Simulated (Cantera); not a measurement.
Charge: 1 mol CuO, 830 mol H₂, 0.23 mol H₂O, held at 1677 °C and 0.0900 Torr.

Method: chemical equilibrium by Gibbs-energy minimisation in Cantera with the NASA 1993 tables (ideal gas, pure condensed phases). Candidate condensed phases: Cu, CuO, Cu(OH)₂, Cu₂O, H₂O; 12 gas species. Rates play no part.

Base state: H₂ 0.898, H 0.0992, H₂O 0.00139, Cu 0.00114, OH 1.39e-5 (mole fractions); condensed: gas only.

Task: What changes in the equilibrium state with this change: temperature from 1677 °C to 1125 °C?

Result: 
| species | before | after |
|---|---|---|
| H₂ | 0.898 | 0.997 |
| H₂O | 0.00139 | 0.00148 |
| Cu | 0.00114 | 0.00120 |
| H | 0.0992 | 0.000431 |
| OH | 1.39e-5 | 1.26e-8 |
